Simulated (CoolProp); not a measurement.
Saturation properties of nitrogen (Tc = -147.0 °C, pc = 3396 kPa, ω = 0.037).

The numbers come from the reference Helmholtz-energy equation of state, Span 2000 in CoolProp.

```
T (°C)   p (kPa)  enthalpy of vaporisation (kJ/kg)  liquid cp (kJ/(kg K))  vapour Z
-------  -------  --------------------------------  ---------------------  --------
-189.45    201.5                             190.4                  2.080    0.9299
-186.05    278.8                             185.3                  2.110    0.9121
-182.65    376.1                                 ?                  2.147         ?
-179.35        ?                             173.7                  2.193    0.8695
-175.95    637.5                             167.0                  2.254         ?
-172.55    811.1                             159.6                  2.334    0.8151
-169.15     1016                             151.4                  2.441    0.7832
-165.75     1257                             142.2                  2.588    0.7476
-162.45     1526                             132.0                  2.794    0.7088
```

Q: Fill in the missing entries.

A: 
- -182.65, enthalpy of vaporisation (kJ/kg): 179.6
- -182.65, vapour Z: 0.8917
- -179.35, p (kPa): 492.4
- -175.95, vapour Z: 0.8438

It boils at -195.8 °C under 1 atm.
